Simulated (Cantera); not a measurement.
A perfectly stirred reactor is fed with CH₄ : N₂ = 1 : 3.2 (molar parts), at 0.0200 bar; it is held at 1548 K, and followed from long to short residence time.

Detailed kinetics in Cantera: GRI-Mech 3.0 (53 species, 325 reactions). GRI-Mech 3.0 stops at C3 and has no aromatics, soot or wall deposition, so with more carbon than oxygen in the feed, carbon stays in small species such as C2H2 where larger ones or solid carbon would form. Radical loss at walls, strong at low pressure, is not modelled.

One state of this run: x CH₄ = 0.217; x CH₂ = 1.13e-7; x H = 5.15e-6; x C₂H₄ = 0.00362; x H₂ = 0.0223; x C₂H₆ = 0.000119; x C₂H = 2.80e-9. x: mole fraction; the columns are a selection and need not sum to one.

Which value of τ (s) does it belong to?
A) 0.062
B) 0.012
C) 0.11
D) 0.18

D, 0.18
